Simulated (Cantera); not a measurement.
## Ignition delay

Mixture: 11.2 % CH4, 18.7 % O2, 70.1 % N2, at 375 Torr, adiabatic and at constant volume. Ignition delay is the time to a rise of 400 K.

Detailed kinetics in Cantera: GRI-Mech 3.0 (53 species, 325 reactions).

| T0 (K) | delay (ms) |
|---|---|
| 1273 | 29.9 |
| 1323 | 15.4 |
| 1373 | 8.19 |
| 1423 | 4.56 |
| 1473 | 2.65 |
| 1523 | 1.61 |
| 1573 | 1.02 |
| 1623 | 0.677 |
| 1673 | 0.463 |

- apparent activation energy between 1573 and 1673 K = 170 kJ/mol
